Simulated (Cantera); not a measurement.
A perfectly stirred reactor is fed with CH₄ : H₂ : O₂ : N₂ = 1 : 0.2 : 3.09 : 11.6 (molar parts), equivalence ratio 0.68, at 9.87 atm; it is adiabatic with a 325 K inlet, and is followed from long to short residence time, starting on the burning branch (τ in s: 0.04, 0.019, 0.0093, 0.0045, 0.0022, 0.001, 0.0005, 0.00024, 0.00012, 5.6e-05, 2.7e-05, 1.3e-05).

Cantera simulation using GRI-Mech 3.0 (53 species, 325 reactions); the numbers are that mechanism's predictions, not measurements.

Question: What does this change do: N2 11.6 to 8.1 parts?

Answer: 
```
quantity                                                                        before                               after
------------------------------------------------  ------------------------------------  ----------------------------------
blow-out, bracketed by the residence times tried  burning at 0.240 ms, out at 0.120 ms  burning at 27.0 µs, out at 13.0 µs
x(CH₄) at τ = 40.0 ms                                                          7.90e-6                             1.42e-6
x(H₂) at τ = 40.0 ms                                                           3.05e-5                            0.000195
x(O₂) at τ = 40.0 ms                                                            0.0626                              0.0793
x(H₂O) at τ = 40.0 ms                                                            0.139                               0.177
x(C₂H₆) at τ = 40.0 ms                                                        5.54e-10                            2.41e-12
x(CH₄) at τ = 0.500 ms                                                        0.000216                             7.34e-5
x(H₂) at τ = 0.500 ms                                                         0.000484                            0.000575
x(O₂) at τ = 0.500 ms                                                           0.0647                              0.0809
x(H₂O) at τ = 0.500 ms                                                           0.137                               0.176
x(C₂H₆) at τ = 0.500 ms                                                        1.72e-7                             5.10e-9
```

Question: What does this change do: 1.1 parts CO2 added?

Answer: 
```
quantity                                                                        before                                after
------------------------------------------------  ------------------------------------  -----------------------------------
blow-out, bracketed by the residence times tried  burning at 0.240 ms, out at 0.120 ms  burning at 1.00 ms, out at 0.500 ms
x(CH₄) at τ = 40.0 ms                                                          7.90e-6                              1.50e-5
x(H₂) at τ = 40.0 ms                                                           3.05e-5                              2.51e-5
x(O₂) at τ = 40.0 ms                                                            0.0626                               0.0587
x(H₂O) at τ = 40.0 ms                                                            0.139                                0.130
x(C₂H₆) at τ = 40.0 ms                                                        5.54e-10                              3.90e-9
x(CH₄) at τ = 0.500 ms                                                        0.000216                               0.0589
x(H₂) at τ = 0.500 ms                                                         0.000484                               0.0118
x(O₂) at τ = 0.500 ms                                                           0.0647                                0.182
x(H₂O) at τ = 0.500 ms                                                           0.137                               <1e-12
x(C₂H₆) at τ = 0.500 ms                                                        1.72e-7                               <1e-12
```
